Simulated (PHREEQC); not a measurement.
A column of 0.1 m (30 cells, dispersivity 0.005 m, 720 s a shift, diffusion coefficient 3e-10 m²/s) holds 0.0023 eq of the database's cation exchanger X per kg of pore water, first in equilibrium with 0.0017 mol/kgw KCl and 1e-05 mol/kgw HCl. It is flushed with 0.00047 mol SrCl2, 0.00064 mol CuCl2 and 1e-05 mol HCl per kg of water, at 15 °C. Values are for the last cell. The system is closed to CO2. Precipitation was switched off in this run.

Base run: PHREEQC, ion-association model, phreeqc.dat. Each further column changes one thing. The table gives K in solution (mol/kgw).

| pore volumes | base | exchange capacity from 0.0023 to 0.0011 eq/kgw | dispersivity from 0.005 to 0.01 m |
|---|---|---|---|
| 0 | 0.00170 | 0.00170 | 0.00170 |
| 0.6833 | 0.00177 | 0.00177 | 0.00183 |
| 1.517 | 0.00218 | 0.000716 | 0.00216 |
| 2.183 | 0.000397 | 4.10e-5 | 0.000516 |
| 2.85 | 2.16e-5 | 2.14e-6 | 9.13e-5 |
| 3.517 | 1.28e-6 | 1.06e-7 | 1.72e-5 |
| 4.35 | 3.89e-8 | 2.42e-9 | 2.21e-6 |
| 5.017 | 2.40e-9 | 1.16e-10 | 4.31e-7 |
